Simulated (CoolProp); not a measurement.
Sulfur dioxide at several states: Z from the reference equation and from simpler models built on Tc = 430.6 K, pc = 78.87 bar, ω = 0.256; each cubic takes its own stable root.

Computed with CoolProp (reference Helmholtz-energy equation of state, Gao 2016).

```csv
T (K),p (bar),phase,reference,van der Waals,Soave-Redlich-Kwong
341.5,2.46,gas,___,0.9838,0.9776
204,1.35,liquid,0.003163,0.9715,0.003588
270,206,liquid,___,___,___
342.1,1.71,gas,0.9828,0.9888,0.9846
```

Question: Some entries are withheld; supply them.

Answer: 
- 341.5, reference: 0.9750
- 270, reference: 0.3987
- 270, van der Waals: 0.6527
- 270, Soave-Redlich-Kwong: 0.4435

At some of these states van der Waals gives the other phase, because its saturation line lies elsewhere.
